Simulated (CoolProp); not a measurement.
Vapour-liquid equilibrium of CHF3 (R23) (1) + R13 (2) at 0.28 MPa; x and y are mole fractions of (1).

Model: multi-fluid Helmholtz-energy mixture model, Penoncello 2003 and Platzer 1990; pair parameters Bell 2016, in CoolProp. This equation is an older, rougher fit; its heat capacities, sound speeds and derivatives of the liquid may be far off and weren't checked against measurements.

| x | bubble temperature, mixture model (K) | bubble temperature, Raoult's law (K) | y, mixture model | y, Raoult's law |
|---|---|---|---|---|
| 0.05 | 210.9 | 213.0 | 0.128 | 0.055 |
| 0.15 | 208.1 | 212.7 | 0.288 | 0.164 |
| 0.25 | 206.6 | 212.5 | 0.383 | 0.270 |
| 0.35 | 205.8 | 212.2 | 0.447 | 0.374 |
| 0.45 | 205.5 | 212.0 | 0.498 | 0.476 |
| 0.55 | 205.4 | 211.8 | 0.544 | 0.575 |
| 0.65 | 205.5 | 211.5 | 0.592 | 0.673 |
| 0.75 | 206.0 | 211.3 | 0.653 | 0.769 |
| 0.85 | 207.1 | 211.1 | 0.742 | 0.862 |
| 0.95 | 209.1 | 210.9 | 0.887 | 0.955 |

The largest gap from Raoult's law is -6.5 K in bubble temperature, at x = 0.45. y crosses x between x = 0.45 and 0.55: the model has an azeotrope there.

The pair parameters rest on a limited set of measurements; away from them the model extrapolates.
